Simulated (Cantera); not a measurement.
What does this Cantera script print?

```python
import numpy as np
import cantera as ct

gas_names = """
    AL ALN ALO ALO2 AL2 AL2O AL2O2 N NO NO2 NO3 N2 N2O O O2 O3
""".split()
cond_names = """
    AL(cr) AL(L) ALN(s) AL2O3(a) AL2O3(L)
""".split()


# ... load() reads the species with a 1 bar reference pressure and builds the phases ...
atoms = {
    'Al': {'AL': 1},
    'N2O': {'N': 2, 'O': 1},
    'N2': {'N': 2},
}
top_T = {'ALN(s)': 2750}  # K; cautious upper limits of use, not melting points


# ... equilibrate(T, P, feed) seeds the gas with the atoms and calls Mixture.equilibrate('TP', solver="vcs", rtol=1e-11, max_steps=5000) ...
results = []
feed = {'Al': 1, 'N2O': 36, 'N2': 500}  # mol
T = 1273  # K
P = 37000  # Pa
mix = equilibrate(T, P, feed)
results.append((T, P, feed, dict(zip(mix.species_names, mix.species_moles))))
x = sorted(zip(gas.X, gas.species_names), reverse=True)
print(f"T = {T:g} K  P = {P:g} Pa  gas = {mix.phase_moles(0):.4g} mol")
print("   x: " + "  ".join(f"{s} {v:.3e}" for v, s in x if v > 1e-05))
print("   condensed (mol): " + ("  ".join(f"{mix.phase(i).name} {mix.phase_moles(i):.4g}"
      for i in range(1, mix.n_phases) if mix.phase_moles(i) > 1e-12) or "none"))
```

It prints:

```
T = 1273 K  P = 37000 Pa  gas = 553.2 mol
   x: N2 9.687e-01  O2 3.111e-02  NO 1.412e-04
   condensed (mol): AL2O3(a) 0.5
```

These are equilibrium values from Cantera (NASA tables, ideal gas, pure condensed phases), not measurements of a reactor.
